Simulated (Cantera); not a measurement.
## Ammonia decomposition in nitride growth gas

A perfectly stirred reactor is fed with 45.5 % NH3, 54.5 % H2, at 0.444 atm; it is held at 1850 K, and followed from long to short residence time.

Detailed kinetics in Cantera: the gas-phase N/H chemistry of the illustrative SiF4/NH3 mechanism in the Surface Chemkin manual (1991). Walls and surfaces, which speed up NH3 decomposition in real reactors, are not modelled.

```tsv
τ (s)	x NH3	x H2	x N2	x H	x N2H4
0.93	0.156	0.741	0.102	0.000283	2.08e-8
0.58	0.203	0.710	0.0863	0.000249	2.97e-8
0.36	0.254	0.677	0.0689	0.000221	4.02e-8
0.22	0.304	0.644	0.0515	0.000198	5.12e-8
0.14	0.345	0.617	0.0376	0.000182	6.04e-8
0.085	0.380	0.594	0.0254	0.000169	6.87e-8
0.053	0.405	0.578	0.0169	0.000161	7.43e-8
0.033	0.422	0.566	0.0109	0.000155	7.81e-8
0.020	0.434	0.558	0.00674	0.000151	8.03e-8
0.013	0.441	0.554	0.00438	0.000148	8.09e-8
0.0078	0.447	0.550	0.00258	0.000144	8.01e-8
```
x: mole fraction; the columns are a selection and need not sum to one.
